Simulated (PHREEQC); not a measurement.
A solution holds 0.19 mol/kgw CaCl2, 8.8e-05 mol/kgw Na2SO4, 0.00049 mol/kgw H4SiO4 and 0.049 mol/kgw K2HPO4, at 74 °C. Closed to the air; pH follows from the charge balance.

Computed with PHREEQC (ion-association model, phreeqc.dat).

**Question.** The ionic strength comes out as 0.551 mol/kgw. What activity coefficients do PO4-3, CaPO4-, K+, HPO4-2, SO4-2 get?

**Answer.** PO4-3 0.013, CaPO4- 0.66, K+ 0.61, HPO4-2 0.18, SO4-2 0.17.

No solid was allowed to form. Saturation is exceeded, for instance for Hydroxyapatite, Quartz (slow to form); the values hold only as long as no solid forms. Species that the database lacks are ignored. Away from 25 °C the constants follow the database's enthalpies or fits; those with neither stay at their 25 °C values.
